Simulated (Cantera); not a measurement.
Fluorocarbon and chlorocarbon gases: CH2F2 + H2

A closed system holds: 1 mol CH2F2, 0.26 mol H2, held at 3123 K.

These are equilibrium values from Cantera (NASA tables, ideal gas, pure condensed phases), not measurements of a reactor. Candidate condensed phases: C, C6H6, C7H8, C8H18; 95 gas species. Rates play no part.

```csv
P (Pa),log p HF,log p H,log p F,log p C,log p C3,log p H2,log p C2,log p CF,n C(graphite)
1,-7.38,-5.34,-5.44,-5.75,-8.79,-9.40,-7.83,-8.22,0
4.20,-6.15,-4.72,-4.83,-5.16,-7.01,-8.15,-6.64,-7.01,0
18,-4.92,-4.10,-4.22,-4.66,-5.52,-6.91,-5.65,-5.91,0
75,-3.82,-3.53,-3.70,-4.32,-4.49,-5.77,-4.96,-5.04,0
320,-2.89,-3.01,-3.29,-4.04,-3.65,-4.72,-4.40,-4.35,0
1300,-2.14,-2.53,-3.01,-3.81,-2.96,-3.78,-3.94,-3.84,0.0229
5600,-1.39,-2.03,-2.76,-3.81,-2.96,-2.77,-3.94,-3.59,0.779
24000,-0.71,-1.59,-2.53,-3.81,-2.96,-1.88,-3.94,-3.36,0.922
100000,-0.07,-1.21,-2.27,-3.81,-2.96,-1.12,-3.94,-3.10,0.950
```
log p: log10 of the partial pressure in bar; n: condensed amount in mol.

From 1.00 Pa to 3.20 mbar nothing is condensed. From 13.0 mbar to 1.00 bar the condensed part is C(graphite). The main C-bearing gas is C at 1.00 Pa and C2H2 (acetylene) at 1.00 bar.
